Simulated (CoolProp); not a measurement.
A single-stage vapour-compression cycle with the fluid: evaporating at 246.15 K (dew point), condensing at 291.15 K (bubble point), superheat 5 K, subcooling 5 K, compressor efficiency 0.75, no pressure losses. The same conditions are run with several fluids, on thermodynamics alone (safety and materials aside).

Computed with CoolProp (reference Helmholtz-energy equation of state of each fluid (nitrous oxide: Lemmon 2006; R1224YDZ: Akasaka 2023; R404A: Lemmon 2003; R21: Platzer 1990; R407C: Lemmon 2003; R124: de Vries 1995)). The equations of Platzer and Polt are older, rougher fits. Blends and air are pseudo-pure fits.

Task: Rank nitrous oxide, R1224YDZ, R404A, R21, R407C, R124 by cooling COP, highest first.

Result: R21 (3.63), R1224YDZ (3.59), R124 (3.53), R404A (3.29), R407C (2.96), nitrous oxide (2.90)

```csv
fluid,pressure ratio,discharge temperature (K),refrigerating effect (kJ/kg),volumetric capacity (kJ/m³)
nitrous oxide,3.33,350.3,211,7620
R1224YDZ,7.95,311.0,148,154
R404A,4.54,312.6,137,1580
R21,7.18,354.9,220,218
R407C,6.17,336.0,180,1250
R124,5.94,309.8,133,460
```
